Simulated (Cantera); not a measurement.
A Cantera script and what it prints.

```python
import numpy as np
import cantera as ct

gas_names = """
    AL ALH ALN ALO ALOH ALO2 ALO2H AL2 AL2O AL2O2 H HALO HNO HNO2 HNO3 HO2 H2 H2O H2O2 N NH NH2 NH3
    NH2OH NO NO2 NO3 N2 N2H2 N2H4 N2O O OH O2 O3
""".split()
cond_names = """
    AL(cr) AL(L) ALN(s) AL2O3(a) AL2O3(L) H2O(s) H2O(L)
""".split()


# ... load() reads the species with a 1 bar reference pressure and builds the phases ...
atoms = {
    'Al': {'AL': 1},
    'H2O': {'H': 2, 'O': 1},
    'N2': {'N': 2},
}
top_T = {'ALN(s)': 2750}  # K; cautious upper limits of use, not melting points


# ... equilibrate(T, P, feed) seeds the gas with the atoms and calls Mixture.equilibrate('TP', solver="vcs", rtol=1e-11, max_steps=5000) ...
results = []
feed = {'Al': 1, 'H2O': 3.4, 'N2': 240}  # mol
T = 875  # K
P = 133.322  # Pa
mix = equilibrate(T, P, feed)
results.append((T, P, feed, dict(zip(mix.species_names, mix.species_moles))))
print(gas.report(threshold=1e-06))
for i in range(1, mix.n_phases):
    print(f"{mix.phase(i).name:16s} {mix.phase_moles(i):12.5e} mol")
```

It prints:

```
       temperature   875 K
          pressure   133.32 Pa
           density   0.00050901 kg/m^3
  mean mol. weight   27.776 kg/kmol
   phase of matter   gas

                          1 kg             1 kmol
                     ---------------   ---------------
          enthalpy        5.6015e+05        1.5559e+07  J
   internal energy        2.9822e+05        8.2833e+06  J
           entropy             10053        2.7924e+05  J/K
    Gibbs function       -8.2365e+06       -2.2878e+08  J
 heat capacity c_p            1152.2             32003  J/K
 heat capacity c_v            852.84             23688  J/K

                      mass frac. Y      mole frac. X     chem. pot. / RT
                     ---------------   ---------------   ---------------
                H2         0.0004473         0.0061627           -28.893
               H2O         0.0050629         0.0078061           -69.176
                N2           0.99449           0.98603           -31.163
     [  +32 minor]        5.8948e-10        1.0628e-09

AL(cr)            0.00000e+00 mol
ALN(s)            0.00000e+00 mol
AL2O3(a)          5.00000e-01 mol
```

Method: chemical equilibrium by Gibbs-energy minimisation in Cantera with the NASA 1993 tables (ideal gas, pure condensed phases).
